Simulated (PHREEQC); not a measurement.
Acid mine or pickling water (model solution)

Synthetic water in mg/L, 25 °C, pH 2.55, pe 10.5:

```csv
constituent,mg/L
Na,336
K,8.54e-05
Ca,384
Mg,188
Cl,282
S(6) as SO4,2310
Si as SiO2,4.14
```

Valence states are taken as typed.

Equilibrium calculation in PHREEQC: ion-association model, wateq4f.dat.

| Item | Value |
|---|---|
| ionic strength | 0.0657 mol/kgw |
| total alkalinity | -5.59 meq/kg |
| charge-balance error | -1.6 % |

| species | molality | activity | log γ |
|---|---|---|---|
| SO4-2 | 0.0149 | 0.00637 | -0.371 |
| Na+ | 0.0142 | 0.0115 | -0.093 |
| Cl- | 0.00798 | 0.00634 | -0.100 |
| Ca+2 | 0.00616 | 0.00271 | -0.357 |
| Mg+2 | 0.00466 | 0.00211 | -0.344 |
| CaSO4 | 0.00339 | 0.00344 | 0.007 |
| H+ | 0.00334 | 0.00282 | -0.074 |
| MgSO4 | 0.00310 | 0.00315 | 0.007 |
| HSO4- | 0.00217 | 0.00175 | -0.095 |
| NaSO4- | 0.000451 | 0.000367 | -0.090 |
| CaHSO4+ | 7.05e-5 | 5.68e-5 | -0.094 |

This is a speciation only: nothing precipitates in the calculation. Species that the database lacks are ignored.
